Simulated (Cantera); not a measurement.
Input (Python, Cantera) and output of one run.

```python
import numpy as np
import cantera as ct

gas_names = """
    C CO CO2 C2 C2O C3 C3O2 C4 C5 Fe FeC5O5 FeO O O2 O3
""".split()
cond_names = """
    C(gr) Fe(a) Fe(c) Fe(d) Fe(L) FeC5O5(L) FeO(s) FeO(L) Fe2O3(s) Fe3O4(s)
""".split()


# ... load() reads the species with a 1 bar reference pressure and builds the phases ...
atoms = {
    'Fe': {'Fe': 1},
    'CO': {'C': 1, 'O': 1},
}
top_T = {'C(gr)': 4500, 'Fe2O3(s)': 1830, 'Fe3O4(s)': 1870}  # K; cautious upper limits of use, not melting points


# ... equilibrate(T, P, feed) seeds the gas with the atoms and calls Mixture.equilibrate('TP', solver="vcs", rtol=1e-11, max_steps=5000) ...
results = []
feed = {'Fe': 1, 'CO': 15}  # mol
T = 1425  # K
P = 1200000  # Pa
mix = equilibrate(T, P, feed)
results.append((T, P, feed, dict(zip(mix.species_names, mix.species_moles))))
print(gas.report(threshold=0.0001))
for i in range(1, mix.n_phases):
    print(f"{mix.phase(i).name:16s} {mix.phase_moles(i):12.5e} mol")
```

It prints:

```
       temperature   1425 K
          pressure   1.2e+06 Pa
           density   2.8621 kg/m^3
  mean mol. weight   28.258 kg/kmol
   phase of matter   gas

                          1 kg             1 kmol
                     ---------------   ---------------
          enthalpy       -2.7751e+06       -7.8419e+07  J
   internal energy       -3.1943e+06       -9.0267e+07  J
           entropy            8042.4        2.2727e+05  J/K
    Gibbs function       -1.4235e+07       -4.0227e+08  J
 heat capacity c_p            1247.5             35251  J/K
 heat capacity c_v            953.23             26937  J/K

                      mass frac. Y      mole frac. X     chem. pot. / RT
                     ---------------   ---------------   ---------------
                CO           0.97581           0.98447           -33.465
               CO2          0.024188          0.015531           -64.835
     [  +13 minor]        4.9558e-09        2.4757e-09

C(gr)             2.29406e-01 mol
Fe(c)             1.00000e+00 mol
FeC5O5(L)         0.00000e+00 mol
FeO(s)            0.00000e+00 mol
Fe2O3(s)          0.00000e+00 mol
Fe3O4(s)          0.00000e+00 mol
```

Equilibrium computed with Cantera from the NASA thermochemical tables; the gas is ideal and each condensed phase is pure. Iron dissolves carbon and melts from about 1420 K in contact with it, which pure phases cannot show. Condensed phases not in the tables: cementite and carbon dissolved in iron.
